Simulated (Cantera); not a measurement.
# Thermodynamics of carbon deposition, reforming and gasification, feed C2H2 + CO2 + H2

Charge: 1 mol C2H2, 0.17 mol CO2, 1.7 mol H2, held at 13.3 mbar.

These are equilibrium values from Cantera (NASA tables, ideal gas, pure condensed phases), not measurements of a reactor. Candidate condensed phases: C, C6H6, C7H8, C8H18, H2O; 110 gas species. Kinetics and transport are ignored.

From 1448 K to 2848 K the condensed part is C(graphite). The main C-bearing gas is CO throughout.

| T (K) | x H2 | x H | x CO | x C2H2 (acetylene) | x C3 | x C2H | x C | x C2 | n C(graphite) |
|---|---|---|---|---|---|---|---|---|---|
| 1448 | 0.888 | 7.52e-5 | 0.112 | 4.22e-6 | <1e-12 | <1e-12 | <1e-12 | <1e-12 | 1.83 |
| 1648 | 0.887 | 0.000727 | 0.112 | 3.97e-5 | <1e-12 | 1.41e-10 | <1e-12 | <1e-12 | 1.83 |
| 1848 | 0.884 | 0.00432 | 0.112 | 0.000228 | 3.58e-11 | 1.19e-8 | 6.58e-11 | 2.97e-12 | 1.83 |
| 2048 | 0.870 | 0.0181 | 0.111 | 0.000912 | 6.59e-9 | 4.16e-7 | 6.27e-9 | 5.62e-10 | 1.82 |
| 2248 | 0.831 | 0.0580 | 0.109 | 0.00275 | 4.69e-7 | 7.58e-6 | 2.64e-7 | 4.13e-8 | 1.81 |
| 2448 | 0.741 | 0.148 | 0.104 | 0.00641 | 1.63e-5 | 8.24e-5 | 6.01e-6 | 1.49e-6 | 1.79 |
| 2648 | 0.585 | 0.308 | 0.0945 | 0.0114 | 0.000326 | 0.000579 | 8.51e-5 | 3.09e-5 | 1.74 |
| 2848 | 0.379 | 0.515 | 0.0823 | 0.0148 | 0.00423 | 0.00275 | 0.000828 | 0.000417 | 1.62 |
x: gas mole fraction; n: condensed amount in mol.
